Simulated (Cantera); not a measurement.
A perfectly stirred reactor is fed with N2O : O2 = 1 : 2.7 (molar parts), at 0.170 bar; it is held at 1075 K, and followed from long to short residence time.

Cantera simulation using GRI-Mech 3.0 (53 species, 325 reactions); the numbers are that mechanism's predictions, not measurements. GRI-Mech 3.0 was tuned for natural gas; its chemistry of N2O as a main component is partial and can be far from experiment. The mechanism lacks the step 2 NO + O2 → 2 NO2, which can matter for NO2 below about 1400 K. The temperature is held fixed by assumption; the heat of reaction is taken as removed at once.

Question: What does this change do: temperature 1075 to 1000 K?

Answer: 
```json
[
 {"quantity": "x(N2O) at τ = 23.0 s", "before": "0.227", "after": "0.263"},
 {"quantity": "x(O2) at τ = 23.0 s", "before": "0.734", "after": "0.730"},
 {"quantity": "x(NO) at τ = 23.0 s", "before": "0.00225", "after": "0.000259"},
 {"quantity": "x(O) at τ = 23.0 s", "before": "1.99e-7", "after": "4.15e-8"},
 {"quantity": "x(N2) at τ = 23.0 s", "before": "0.0367", "after": "0.00637"},
 {"quantity": "x(N2O) at τ = 59.0 ms", "before": "0.270", "after": "0.270"},
 {"quantity": "x(O2) at τ = 59.0 ms", "before": "0.730", "after": "0.730"},
 {"quantity": "x(NO) at τ = 59.0 ms", "before": "7.01e-6", "after": "6.83e-7"},
 {"quantity": "x(O) at τ = 59.0 ms", "before": "2.03e-7", "after": "4.14e-8"},
 {"quantity": "x(N2) at τ = 59.0 ms", "before": "0.000113", "after": "1.68e-5"}
]
```

Question: What does this change do: N2O 1 to 4.3 parts?

Answer: 
```tsv
quantity	before	after
x(N2O) at τ = 23.0 s	0.227	0.504
x(O2) at τ = 23.0 s	0.734	0.409
x(NO) at τ = 23.0 s	0.00225	0.00500
x(O) at τ = 23.0 s	1.99e-7	1.99e-7
x(N2) at τ = 23.0 s	0.0367	0.0815
x(N2O) at τ = 59.0 ms	0.270	0.614
x(O2) at τ = 59.0 ms	0.730	0.386
x(NO) at τ = 59.0 ms	7.01e-6	1.60e-5
x(O) at τ = 59.0 ms	2.03e-7	2.03e-7
x(N2) at τ = 59.0 ms	0.000113	0.000257
```

Question: What does this change do: pressure from 0.170 bar to 0.270 bar?

Answer: 
```csv
quantity,before,after
x(N2O) at τ = 23.0 s,0.227,0.209
x(O2) at τ = 23.0 s,0.734,0.735
x(NO) at τ = 23.0 s,0.00225,0.00316
x(O) at τ = 23.0 s,1.99e-7,1.92e-7
x(N2) at τ = 23.0 s,0.0367,0.0525
x(N2O) at τ = 59.0 ms,0.270,0.270
x(O2) at τ = 59.0 ms,0.730,0.730
x(NO) at τ = 59.0 ms,7.01e-6,1.11e-5
x(O) at τ = 59.0 ms,2.03e-7,2.02e-7
x(N2) at τ = 59.0 ms,0.000113,0.000178
```
